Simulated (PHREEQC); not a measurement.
Brine (model solution)

Dissolve 2.2 mol/kgw LiCl, 2.7 mol/kgw SrCl2 and 0.21 mol/kgw MgCl2 at 25 °C. Closed to the air; pH follows from the charge balance.

Equilibrium calculation in PHREEQC: Pitzer model, pitzer.dat.

No solid was allowed to form.

Problem. What activity of water does the model give?

Solution. activity of water 0.616.
